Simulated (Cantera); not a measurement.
An isothermal, constant-pressure homogeneous reactor starts with CH4 : H2O = 1 : 0.72 (molar parts), at 1550 K and 0.730 bar. Integrator tolerance rtol = 1e-08.

Model: GRI-Mech 3.0 (53 species, 325 reactions), integrated in Cantera. GRI-Mech 3.0 stops at C3 and has no aromatics, soot or wall deposition, so with more carbon than oxygen in the feed, carbon stays in small species such as C2H2 where larger ones or solid carbon would form.

Task: What does this change do: temperature 1550 to 2123 K?

Result: 
```tsv
quantity	before	after
x(CH4) at 20.0 s	0.0466 (gas-phase equilibrium 0.0342)	0.000721 (gas-phase equilibrium 0.000721)
x(H2O) at 20.0 s	0.0551 (gas-phase equilibrium 3.08e-6)	1.46e-6 (gas-phase equilibrium 1.46e-6)
x(CH3) at 20.0 s	4.26e-5 (gas-phase equilibrium 3.03e-5)	6.82e-5 (gas-phase equilibrium 6.82e-5)
x(H2O2) at 20.0 s	<1e-12 (gas-phase equilibrium <1e-12)	<1e-12 (gas-phase equilibrium <1e-12)
x(H2) at 20.0 s	0.674 (gas-phase equilibrium 0.724)	0.746 (gas-phase equilibrium 0.746)
x(O2) at 20.0 s	<1e-12 (gas-phase equilibrium <1e-12)	<1e-12 (gas-phase equilibrium <1e-12)
```
